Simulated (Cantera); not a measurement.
A closed system holds: 1 mol Si, a varied amount of H2O, 200 mol N2, at 1527 °C and 0.00133 bar.

Method: chemical equilibrium by Gibbs-energy minimisation in Cantera with the NASA 1993 tables (ideal gas, pure condensed phases). Candidate condensed phases: H2O, Si, SiO2, Si2N2O, Si3N4; 35 gas species. The tables hold silica as quartz up to 1696 K and as liquid above; real silica turns to tridymite and cristobalite and melts near 1996 K. Equilibrium is a limit: real reactors are often held back by kinetics, nucleation or transport.

Question: Which condensed phases are stable at each of these points (n(H2O) (mol)): 0.0083, 0.023, 0.063, 0.18, 0.48, 1.3, 3.7?

Answer: 
```csv
n(H2O) (mol),condensed phases,Si condensed (%)
0.0083,Si(l),47.4
0.023,Si(l),45.9
0.063,Si(l),41.8
0.18,Si(l),30.1
0.48,gas only,0.0
1.3,gas only,0.0
3.7,SiO2(condensed),71.8
```

From 0.0083 mol H2O to 0.18 mol H2O the condensed part is Si(l). From 0.48 mol H2O to 1.3 mol H2O nothing is condensed. At 3.7 mol H2O the condensed part is SiO2(condensed).
